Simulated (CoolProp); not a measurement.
Vapour-liquid equilibrium of R143a (1) + R1234yf (2) at 5.65 °C; x and y are mole fractions of (1).

Computed with CoolProp (multi-fluid Helmholtz-energy mixture model, Lemmon and Jacobsen 2000 and Lemmon 2022; pair parameters Bell 2016).

| x | bubble pressure (MPa) | y at the bubble point | dew pressure at overall composition x (MPa) | liquid density (mol/L) |
|---|---|---|---|---|
| 0.05 | 0.4007 | 0.090 | 0.3917 | 10.23 |
| 0.15 | ___ | 0.246 | 0.4146 | 10.39 |
| 0.25 | 0.4758 | 0.376 | 0.4400 | ___ |
| 0.35 | ___ | 0.488 | ___ | 10.71 |
| 0.45 | 0.5470 | ___ | ___ | 10.88 |
| 0.55 | 0.5817 | 0.676 | 0.5333 | 11.06 |
| 0.65 | 0.6161 | 0.757 | 0.5712 | 11.25 |
| 0.75 | 0.6503 | 0.832 | 0.6129 | 11.44 |
| 0.85 | 0.6845 | 0.902 | 0.6588 | 11.64 |
| 0.95 | 0.7188 | 0.968 | 0.7092 | 11.85 |

Task: Fill in the missing entries.

Result: 
- 0.15, bubble pressure (MPa): 0.4389
- 0.25, liquid density (mol/L): 10.55
- 0.35, bubble pressure (MPa): 0.5118
- 0.35, dew pressure at overall composition x (MPa): 0.4680
- 0.45, y at the bubble point: 0.587
- 0.45, dew pressure at overall composition x (MPa): 0.4990

No azeotrope shows between x = 0.05 and 0.95.

The pair parameters rest on a limited set of measurements; away from them the model extrapolates.
